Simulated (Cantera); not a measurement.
Input: 1 mol Fe3O4, 1.6 mol CH4, 2.1 mol H2, at 902 °C and 0.600 Torr.

Method: chemical equilibrium by Gibbs-energy minimisation in Cantera with the NASA 1993 tables (ideal gas, pure condensed phases). Candidate condensed phases: C, C6H6, C7H8, C8H18, Fe, Fe(CO)5, FeO, Fe(OH)2, Fe(OH)3, Fe2O3, Fe3O4, H2O; 114 gas species. Mutual solubility and eutectic melting of coexisting phases are not modelled. The tables' stoichiometric FeO is somewhat more stable than real wüstite, so its field is too wide. FeO: taken at fixed stoichiometry. Kinetics and transport are ignored.

### Question
What is the equilibrium state?

### Answer
- x(H2): 0.608
- x(CO): 0.192
- x(H2O): 0.161
- x(CO2): 0.0397
- x(H): 3.38e-6
- n(Fe(α)): 1.98 mol
- n(FeO(s)): 1.02 mol
- gas amount: 6.900 mol
- log10 activity of C(graphite) (absent): -4.70
- log10 activity of Fe(OH)2(s) (absent): -9.07
- log10 activity of Fe(OH)3(s) (absent): -16.11
